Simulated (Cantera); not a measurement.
Feed: 1 mol CaCO3, 2.1 mol O2, 0.21 mol H2O, held at 1175 °C and 0.133 bar.

Method: chemical equilibrium by Gibbs-energy minimisation in Cantera with the NASA 1993 tables (ideal gas, pure condensed phases). Candidate condensed phases: C, C6H6, C7H8, C8H18, Ca, CaCO3, CaO, Ca(OH)2, H2O; 115 gas species. Kinetics and transport are ignored.

Base state: O2 0.634, CO2 0.302, H2O 0.0634, OH 8.52e-5 (mole fractions); condensed: CaO(s).

**Question.** What changes in the equilibrium state with this change: CaCO3 replaced by Fe2O3?

**Answer.** 
```
species         before     after
-------------  -------  --------
O2               0.634     0.909
H2O             0.0634    0.0909
OH             8.52e-5  0.000112
CO2              0.302         0
CaO(s), mol       1.00         0
Fe2O3(s), mol        0      1.00
```
Further candidate phases: Fe, FeO, Fe(OH)2, Fe(OH)3, Fe2O3, Fe3O4.
